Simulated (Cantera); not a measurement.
# Reactions in the system N-O-V

Cantera with NASA thermochemical tables; ideal gases at 1 bar, condensed phases pure. Values are per mole of reaction as written; species without (g) are pure solids or liquids, kept so even where they would boil at 1 bar. VN: taken at fixed stoichiometry.

4 VN + 5 O2(g) = 2 V2O4 + 2 N2O(g)

| T (K) | ΔH° (kJ) | ΔS° (J/K) | ΔG° (kJ) | log10 K |
|---|---|---|---|---|
| 1048 | -1775.9 | -429.9 | -1325.4 | 66.06 |
| 1098 | -1773.8 | -427.9 | -1303.9 | 62.03 |
| 1148 | -1771.6 | -426.0 | -1282.6 | 58.36 |
| 1198 | -1769.5 | -424.2 | -1261.3 | 54.99 |
| 1248 | -1767.3 | -422.4 | -1240.2 | 51.91 |
| 1298 | -1765.2 | -420.7 | -1219.1 | 49.06 |
| 1348 | -1763.1 | -419.1 | -1198.1 | 46.42 |
| 1398 | -1760.9 | -417.6 | -1177.2 | 43.98 |
